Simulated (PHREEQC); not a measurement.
**Hard or scaling water: speciation**

Consider water at 25 °C with 0.058 mol MgCl2, 4.4e-05 mol Na2CO3 and 0.067 mol MgSO4 per kg of water. Closed to the air; pH follows from the charge balance.

Equilibrium calculation in PHREEQC: ion-association model, phreeqc.dat.

No solid was allowed to form.

### Question
What pH, ionic strength, density does the model give?

### Answer
pH 8.41; ionic strength 0.280 mol/kgw; density 1.010 g/cm³.

### Question
In which forms is S present?

### Answer
MgSO4 60 %, SO4-2 40 % of the S.

Species that the database lacks are ignored.
